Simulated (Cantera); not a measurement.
Feed: 1 mol Si, 6.4 mol Br₂, 1 mol N₂, equilibrated at 1025 °C and 0.150 Torr.

Method: chemical equilibrium by Gibbs-energy minimisation in Cantera with the NASA 1993 tables (ideal gas, pure condensed phases). Candidate condensed phases: Br₂, Si, Si₃N₄; 13 gas species. The tables' values for SiBr₃ are old estimates; treat these amounts as uncertain. Equilibrium is a limit: real reactors are often held back by kinetics, nucleation or transport.

Base state: Br 0.796, N₂ 0.0937, SiBr₄ 0.0905, Br₂ 0.0168, SiBr₃ 0.00177, SiBr₂ 0.00146 (mole fractions); condensed: gas only.

Task: What changes in the equilibrium state with this change: pressure from 0.150 Torr to 10.0 Torr?

Result: 
```csv
species,before,after
Br,0.796,0.429
Br₂,0.0168,0.325
N₂,0.0937,0.123
SiBr₄,0.0905,0.123
SiBr₂,0.00146,1.53e-6
SiBr₃,0.00177,6.69e-5
```

Task: What changes in the equilibrium state with this change: N₂ from 1 to 61 mol?

Result: 
```csv
species,before,after
N₂,0.0937,0.853
Br,0.796,0.133
SiBr₄,0.0905,0.00823
Br₂,0.0168,0.000466
SiBr₂,0.00146,0.00478
SiBr₃,0.00177,0.000968
```
